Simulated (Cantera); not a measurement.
Dilute partial oxidation

An isothermal, constant-pressure homogeneous reactor starts with CH₂O : O₂ : N₂ = 0.0026 : 0.0043 : 1 (molar parts), equivalence ratio 0.60, at 1600 K and 5.00 bar.

Computed with Cantera and GRI-Mech 3.0 (53 species, 325 reactions).

```csv
t (s),x CH₂O,x O₂,x H₂O,x NO,x H₂
0.000400,4.94e-12,0.00219,0.00233,2.48e-6,0.000106
0.000813,<1e-12,0.00196,0.00244,3.12e-6,6.03e-5
0.00165,<1e-12,0.00181,0.00251,3.54e-6,3.00e-5
0.00336,<1e-12,0.00173,0.00254,3.81e-6,1.29e-5
0.00684,<1e-12,0.00170,0.00256,3.95e-6,4.95e-6
0.0139,<1e-12,0.00169,0.00257,4.01e-6,1.82e-6
0.0283,<1e-12,0.00168,0.00258,4.03e-6,7.06e-7
0.0575,<1e-12,0.00168,0.00258,4.04e-6,3.27e-7
0.117,<1e-12,0.00169,0.00258,4.06e-6,2.11e-7
0.238,<1e-12,0.00169,0.00258,4.07e-6,1.89e-7
0.484,<1e-12,0.00169,0.00258,4.10e-6,1.88e-7
0.984,<1e-12,0.00169,0.00258,4.16e-6,1.88e-7
2.00,<1e-12,0.00169,0.00258,4.28e-6,1.88e-7
```
x: mole fraction; the columns are a selection and need not sum to one.

Equilibrium at this temperature and pressure: CH₂O <1e-12, O₂ 0.00159, H₂O 0.00258, NO 0.000190, H₂ 1.93e-7 (gas phase only).
